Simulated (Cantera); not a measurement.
An isothermal, constant-pressure homogeneous reactor starts with CH4 : H2 = 1 : 8.3 (molar parts), at 1900 K and 9.00 Torr. Integrator tolerance rtol = 1e-08.

Computed with Cantera and GRI-Mech 3.0 (53 species, 325 reactions). GRI-Mech 3.0 stops at C3 and has no aromatics, soot or wall deposition, so with more carbon than oxygen in the feed, carbon stays in small species such as C2H2 where larger ones or solid carbon would form. Radical loss at walls, strong at low pressure, is not modelled.

What does this change do: temperature 1900 to 1448 K?


| quantity | before | after |
|---|---|---|
| x(CH4) at 4.00 s | 0.000131 (gas-phase equilibrium 6.92e-5) | 0.103 (gas-phase equilibrium 0.00363) |
| x(H2) at 4.00 s | 0.944 (gas-phase equilibrium 0.944) | 0.895 (gas-phase equilibrium 0.949) |
| x(C2H) at 4.00 s | 4.73e-6 (gas-phase equilibrium 4.74e-6) | 1.48e-10 (gas-phase equilibrium 5.47e-9) |
| x(C2H6) at 4.00 s | 1.76e-10 (gas-phase equilibrium 5.90e-11) | 6.75e-6 (gas-phase equilibrium 3.81e-8) |
| x(H) at 4.00 s | 0.00708 (gas-phase equilibrium 0.00709) | 4.85e-5 (gas-phase equilibrium 8.25e-5) |
| x(CH2) at 4.00 s | 1.78e-7 (gas-phase equilibrium 9.44e-8) | 4.44e-9 (gas-phase equilibrium 4.27e-10) |
| x(CH3) at 4.00 s | 1.96e-5 (gas-phase equilibrium 1.04e-5) | 0.000112 (gas-phase equilibrium 6.35e-6) |

What does this change do: temperature 1900 to 1750 K?


| quantity | before | after |
|---|---|---|
| x(CH4) at 4.00 s | 0.000131 (gas-phase equilibrium 6.92e-5) | 0.00193 (gas-phase equilibrium 0.000206) |
| x(H2) at 4.00 s | 0.944 (gas-phase equilibrium 0.944) | 0.948 (gas-phase equilibrium 0.949) |
| x(C2H) at 4.00 s | 4.73e-6 (gas-phase equilibrium 4.74e-6) | 7.15e-7 (gas-phase equilibrium 7.47e-7) |
| x(C2H6) at 4.00 s | 1.76e-10 (gas-phase equilibrium 5.90e-11) | 1.97e-8 (gas-phase equilibrium 3.53e-10) |
| x(H) at 4.00 s | 0.00708 (gas-phase equilibrium 0.00709) | 0.00203 (gas-phase equilibrium 0.00208) |
| x(CH2) at 4.00 s | 1.78e-7 (gas-phase equilibrium 9.44e-8) | 1.88e-7 (gas-phase equilibrium 2.17e-8) |
| x(CH3) at 4.00 s | 1.96e-5 (gas-phase equilibrium 1.04e-5) | 8.33e-5 (gas-phase equilibrium 9.16e-6) |
